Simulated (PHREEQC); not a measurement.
4 g of hydrous ferric oxide (600 m²/g; 0.2 weak and 0.005 strong sites per Fe, Dzombak-Morel constants, diffuse double layer) in 1 kg of water with 0.05 mol/kgw of an inert sodium salt and 0.0032 mol Na2SeO4, at 25 °C; the pH is set by adding NaOH or the inert anion's acid. Oxygen alone is held at its pressure in air (log pO2 = -0.68). CO2 from the air is kept out. Precipitation was switched off in this run.

All values are PHREEQC results (ion-association model, wateq4f.dat), not measurements.

| pH | Se sorbed (%) | surface charge σ (C/m²) | surface potential ψ (mV) |
|---|---|---|---|
| 3 | 97.2 | 0.118 | 109 |
| 3.38 | 97.1 | 0.116 | 109 |
| 3.75 | 96.8 | 0.112 | 107 |
| 4.12 | 96.0 | 0.104 | 104 |
| 4.5 | 94.2 | 0.093 | 98 |
| 4.88 | 90.7 | 0.080 | 91 |
| 5.25 | 84.9 | 0.067 | 82 |
| 5.62 | 76.0 | 0.055 | 73 |
| 6 | 64.1 | 0.045 | 64 |
| 6.38 | 50.1 | 0.036 | 54 |
| 6.75 | 35.8 | 0.028 | 45 |
| 7.12 | 22.3 | 0.021 | 35 |
| 7.5 | 11.0 | 0.014 | 24 |
| 7.88 | 3.9 | 0.005 | 9 |
| 8.25 | 1.1 | -0.004 | -8 |
| 8.62 | 0.3 | -0.015 | -26 |
| 9 | 0.1 | -0.028 | -44 |

The oxide is taken as insoluble; below pH 4 it would dissolve.
